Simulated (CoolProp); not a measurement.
Vapour-liquid equilibrium of ethanol (1) + ethylbenzene (2) at 0.928 MPa; x and y are mole fractions of (1).

Computed with CoolProp (multi-fluid Helmholtz-energy mixture model, Schroeder 2014 and Zhou 2012; pair parameters Bell 2016).

| x | bubble temperature, mixture model (°C) | bubble temperature, Raoult's law (°C) | y, mixture model | y, Raoult's law |
|---|---|---|---|---|
| 0.05 | 215.6 | 227.9 | 0.358 | 0.267 |
| 0.125 | ? | 211.3 | 0.604 | 0.497 |
| 0.2 | 177.7 | 199.2 | 0.707 | 0.633 |
| 0.275 | 170.2 | 190.0 | 0.761 | 0.723 |
| 0.35 | 165.3 | 182.5 | 0.794 | 0.787 |
| 0.425 | 162.0 | 176.2 | ? | 0.835 |
| 0.5 | 159.4 | 170.9 | 0.837 | 0.873 |
| 0.575 | 157.3 | 166.2 | 0.854 | 0.902 |
| 0.65 | 155.5 | 162.1 | ? | 0.927 |
| 0.725 | ? | 158.5 | 0.890 | 0.947 |
| 0.8 | 152.0 | 155.2 | 0.913 | 0.965 |
| 0.875 | ? | 152.2 | 0.939 | 0.979 |
| 0.95 | 148.7 | 149.5 | 0.973 | 0.992 |

Task: Fill in the missing entries.

Result: 
- 0.125, bubble temperature, mixture model (°C): 190.8
- 0.425, y, mixture model: 0.818
- 0.65, y, mixture model: 0.871
- 0.725, bubble temperature, mixture model (°C): 153.7
- 0.875, bubble temperature, mixture model (°C): 150.3

The largest gap from Raoult's law is -21.5 K in bubble temperature, at x = 0.2. No azeotrope shows between x = 0.05 and 0.95.

The pair parameters rest on a limited set of measurements; away from them the model extrapolates. With so large a gap from Raoult's law the liquid may split in two, which this calculation doesn't test in full.
